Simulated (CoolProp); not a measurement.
Vapour-liquid equilibrium of n-hexane (1) + p-xylene (2) at 366.2 K; x and y are mole fractions of (1).

Values from CoolProp's multi-fluid Helmholtz-energy mixture model, Thol 2019 and Zhou 2012; pair parameters Bell 2016.

```csv
x,"bubble pressure, mixture model (MPa)","bubble pressure, Raoult's law (MPa)","y, mixture model","y, Raoult's law"
0.05,0.03678,0.03426,0.342,0.300
0.125,0.05309,0.04776,0.574,0.537
0.2,0.06835,0.06126,0.692,0.670
0.275,0.08272,0.07476,0.765,0.755
0.35,0.09634,0.08826,0.815,0.814
0.425,0.1094,0.1018,0.852,0.857
0.5,0.1220,0.1153,0.881,0.890
0.575,0.1343,0.1288,0.905,0.917
0.65,0.1464,0.1423,0.926,0.938
0.725,0.1585,0.1558,0.944,0.955
0.8,0.1708,0.1693,0.960,0.970
0.875,0.1833,0.1828,0.976,0.983
0.95,0.1963,0.1963,0.990,0.994
```

The largest gap from Raoult's law is +11.6 % in bubble pressure, at x = 0.2. No azeotrope shows between x = 0.05 and 0.95.

Pair parameters are fitted to limited data, so mixtures are less certain than the pure fluids.
